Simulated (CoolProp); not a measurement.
Saturation properties of R143a (Tc = 72.7 °C, pc = 3.762 MPa, ω = 0.261).

Computed with CoolProp (reference Helmholtz-energy equation of state, Lemmon and Jacobsen 2000).

| T (°C) | p (MPa) | enthalpy of vaporisation (kJ/kg) | surface tension (mN/m) | liquid viscosity (µPa s) |
|---|---|---|---|---|
| -81.55 | [?] | 248.8 | 19.6 | 316 |
| -79.25 | 0.01654 | 247.4 | 19.2 | 307 |
| -76.85 | [?] | 245.9 | 18.8 | 298 |
| -74.55 | [?] | 244.5 | [?] | 290 |
| -72.25 | 0.02605 | 243.1 | 18.1 | 282 |
| -69.95 | 0.03000 | 241.6 | 17.8 | 275 |
| -67.65 | 0.03443 | 240.2 | 17.4 | 268 |
| -65.25 | 0.03959 | 238.6 | 17.0 | 261 |
| -62.95 | 0.04511 | 237.1 | 16.7 | 255 |
| -60.65 | 0.05122 | 235.7 | 16.3 | 249 |
| -58.35 | 0.05798 | 234.1 | 16.0 | 243 |
| -56.05 | 0.06544 | 232.6 | 15.6 | 238 |
| -53.65 | 0.07402 | 231.0 | 15.3 | [?] |
| -51.35 | 0.08304 | 229.5 | 14.9 | 227 |

Fill in the missing entries.


- -81.55, p (MPa): 0.01413
- -76.85, p (MPa): 0.01941
- -74.55, p (MPa): 0.02253
- -74.55, surface tension (mN/m): 18.5
- -53.65, liquid viscosity (µPa s): 232

It boils at -47.2 °C under 1 atm.

Viscosity comes from a separate model (Klein 1997), an estimate that may be off by 10 % or more. Surface tension comes from a separate correlation (Mulero 2014).
